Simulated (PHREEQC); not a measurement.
## Spent oxide etchant: speciation

A solution holds 0.0019 mol HF, 0.0013 mol H2SiF6, 0.15 mol HNO3 and 0.0081 mol HCl per kg of water, at 25 °C. Closed to the air; pH follows from the charge balance.

All values are PHREEQC results (ion-association model, phreeqc.dat), not measurements.

Precipitation was switched off in this run.

Estimate the pH, activity of water.

pH 0.89; activity of water 0.994.

In which forms is Si present?

SiF6-2 52 %, H4SiO4 48 % of the Si.

Examples of supersaturated solids here: Quartz (slow to form), Chalcedony (slow to form). Others may be too. SiF6-2 is the database's only silicon fluoride.
